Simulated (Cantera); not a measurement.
**Abatement and gas-phase synthesis: PH3 + H2**

Input: 1 mol PH3, 0.062 mol H2, at 13300 Pa.

Cantera equilibrium calculation (NASA polynomials, part measured and part estimated; ideal gas, pure solids and liquids). Candidate condensed phases: P; 7 gas species. Kinetics and transport are ignored.

```
T (K)   x H2   x P2      x P4       x H       x P      x PH    x PH3
-----  -----  -----  --------  --------  --------  --------  -------
1300   0.797  0.150    0.0528   2.71e-6   1.42e-7   1.04e-6  6.16e-5
1400   0.775  0.203    0.0226   1.17e-5   8.51e-7   3.52e-6  4.26e-5
1500   0.764  0.228   0.00811   4.21e-5   3.73e-6   9.45e-6  2.93e-5
1600   0.760  0.237   0.00292  0.000130   1.32e-5   2.18e-5  2.07e-5
1700   0.758  0.240   0.00114  0.000351   3.97e-5   4.51e-5  1.52e-5
1800   0.757  0.241  0.000489  0.000853  0.000106   8.59e-5  1.15e-5
1900   0.756  0.242  0.000228   0.00189  0.000253  0.000153  9.03e-6
2000   0.754  0.241  0.000115   0.00387  0.000556  0.000256  7.23e-6
```
x: gas mole fraction; nothing condenses.

From 1300 K to 2000 K nothing is condensed. The main P-bearing gas is P2 throughout.
